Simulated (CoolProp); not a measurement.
The numbers come from the reference Helmholtz-energy equation of state, Eisenbach 2021 in CoolProp.

Problem. Give the vapour pressure (bar), liquid density (kg/m³), vapour density (kg/m³), enthalpy of vaporisation (kJ/kg) of saturated propylene glycol at 247.25 °C.

Solution. 
| T (°C) | p (bar) | liquid density (kg/m³) | vapour density (kg/m³) | enthalpy of vaporisation (kJ/kg) |
|---|---|---|---|---|
| 247.25 | 4.89 | 826 | 9.20 | 630 |
